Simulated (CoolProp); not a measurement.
A closed Brayton cycle with carbon dioxide: compressor inlet 316.15 K and 9.7 MPa, high pressure 24.8 MPa, turbine inlet 765 K, compressor efficiency 0.85, turbine efficiency 0.9, recuperator effectiveness 0.8 (on enthalpy, no pinch check). Each further row changes one setting.

Computed with CoolProp (reference Helmholtz-energy equation of state, Span 1996).

| case | thermal efficiency (%) | net work (kJ/kg) | compressor to turbine work | compressor exit (K) | turbine exit (K) |
|---|---|---|---|---|---|
| as stated | … | 84.0 | 0.26 | 358.3 | 656.8 |
| turbine inlet 715 K | … | 75.2 | … | 358.3 | … |
| compressor inlet 326.15 K | 27.2 | … | 0.37 | … | 656.8 |
| high pressure 21.1 MPa | 25.9 | … | 0.24 | 350.6 | 675.0 |
| recuperator effectiveness 0.5 | … | 84.0 | 0.26 | 358.3 | 656.8 |

Problem. What belongs in the gaps?

Solution. 
- as stated, thermal efficiency (%): 28.2
- turbine inlet 715 K, thermal efficiency (%): 27.0
- turbine inlet 715 K, compressor to turbine work: 0.28
- turbine inlet 715 K, turbine exit (K): 610.7
- compressor inlet 326.15 K, net work (kJ/kg): 71.4
- compressor inlet 326.15 K, compressor exit (K): 394.1
- high pressure 21.1 MPa, net work (kJ/kg): 72.5
- recuperator effectiveness 0.5, thermal efficiency (%): 20.7
